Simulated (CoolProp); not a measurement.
n-perfluoropentane at several states: Z from the reference equation and from simpler models built on Tc = 147.9 °C, pc = 2063 kPa, ω = 0.436; each cubic takes its own stable root.

The numbers come from the reference Helmholtz-energy equation of state, Gao 2022 in CoolProp.

```csv
T (°C),p (kPa),phase,reference
114.05,139,gas,0.9684
177.45,1310,gas,0.8087
3.15,2400,liquid,0.1786
```

Problem. How far does each simpler model (Redlich-Kwong, Soave-Redlich-Kwong, Peng-Robinson) lie from the reference over these 3 states: mean and median of the absolute difference, and the worst?

Solution. 
- Redlich-Kwong: mean 4.7 %, median 1.1 %, worst +12.7 % at 3.15 °C and 2400 kPa
- Soave-Redlich-Kwong: mean 2.5 %, median 0.8 %, worst +6.8 % at 3.15 °C and 2400 kPa
- Peng-Robinson: mean 2.5 %, median 1.8 %, worst -5.3 % at 3.15 °C and 2400 kPa
